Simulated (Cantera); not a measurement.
A closed system holds: 1 mol CO, 0.025 mol O2, 1.2 mol H2O, at 1477 °C and 34.5 Torr.

Method: chemical equilibrium by Gibbs-energy minimisation in Cantera with the NASA 1993 tables (ideal gas, pure condensed phases). Candidate condensed phases: C, C6H6, C7H8, C8H18, H2O; 110 gas species. Kinetics and transport are ignored.

Base state: H2O 0.386, CO 0.272, CO2 0.182, H2 0.159, H 0.000433, OH 6.15e-5 (mole fractions); condensed: gas only.

Task: What changes in the equilibrium state with this change: H2O from 1.2 to 0.067 mol?

Result: 
```csv
species,before,after
CO,0.272,0.845
CO2,0.182,0.0919
H2,0.159,0.0450
H2O,0.386,0.0177
OH,6.15e-5,5.31e-6
H,0.000433,0.000230
```
